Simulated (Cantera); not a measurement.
Standard-state values (1 bar) from the NASA 1993 polynomials, evaluated with Cantera. Values are per mole of reaction as written; species without (g) are pure solids or liquids, kept so even where they would boil at 1 bar. TaC: taken at fixed stoichiometry.

**Question.** Between 300 and 2848 K, where is each reaction favourable under standard conditions?
- 3 HCN(g) + 3 Ta → 2 N(g) + 3 TaC + NH3(g)

**Answer.** 
- 3 HCN(g) + 3 Ta → 2 N(g) + 3 TaC + NH3(g): ΔG° is 93 kJ at 300 K and 301 kJ at 2848 K; it stays positive (K < 1). ΔH° is 111 kJ and ΔS° -67 J/K at 2848 K.
